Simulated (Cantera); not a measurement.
Feed: 1 mol HgO, 1.3 mol H₂, at 100 Torr.

Cantera equilibrium calculation (NASA polynomials, part measured and part estimated; ideal gas, pure solids and liquids). Candidate condensed phases: H₂O, Hg, HgO; 10 gas species. Rates play no part. All values below are at 927 °C.

Base state: H₂O 0.435, Hg 0.435, H₂ 0.130 (mole fractions); condensed: gas only.

### Question
What changes in the equilibrium state with this change: HgO replaced by Hg?

### Answer
```json
[
 {"species": "H₂", "before": "0.130", "after": "0.565"},
 {"species": "Hg", "before": "0.435", "after": "0.435"},
 {"species": "H₂O", "before": "0.435", "after": "0"}
]
```
